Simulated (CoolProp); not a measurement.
Vapour-liquid equilibrium of dimethyl carbonate (1) + n-octane (2) at 74.15 °C; x and y are mole fractions of (1).

Model: multi-fluid Helmholtz-energy mixture model, Zhou 2011 and Beckmüller 2019; pair parameters Bell 2016, in CoolProp.

Question: Give the bubble pressure and the first vapour's composition at x = 0.35, 0.45, 0.65. Is there an azeotrope?

Answer: x = 0.35: 0.05567 MPa, y = 0.740; x = 0.45: 0.05838 MPa, y = 0.764; x = 0.65: 0.06089 MPa, y = 0.794. y crosses x between x = 0.75 and 0.85: the model has an azeotrope there.

The pair parameters rest on a limited set of measurements; away from them the model extrapolates. With so large a gap from Raoult's law the liquid may split in two, which this calculation doesn't test in full.
